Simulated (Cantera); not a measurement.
Equilibrium for silicon nitride deposition: SiH₄ + N₂

Feed: 1 mol SiH₄, 0.37 mol N₂.

Method: chemical equilibrium by Gibbs-energy minimisation in Cantera with the NASA 1993 tables (ideal gas, pure condensed phases). Candidate condensed phases: Si, Si₃N₄; 18 gas species. N₂ is the only nitrogen source here; it is nearly inert below about 1500 K, so the nitride shown seldom forms there in practice. Mutual solubility and eutectic melting of coexisting phases are not modelled. Rates play no part.

Stable condensed phases:

```
T in K \ P in Pa
              5     26    140    710   3700  19000 100000
   1973       A      B      B      B      B      B      C
   1873       B      B      B      B      B      C      C
   1773       B      B      B      B      C      C      C
   1673       B      B      B      C      C      C      C
   1573       B      B      C      C      C      C      C
   1473       B      C      C      C      C      C      C
   1373       C      C      C      C      C      C      C
   1273       C      C      C      C      C      C      C
   1173       C      C      C      C      C      C      C
   1073       C      C      C      C      C      C      C
    973       C      C      C      C      C      C      C
```

A: gas only; B: Si; C: Si + Si₃N₄.
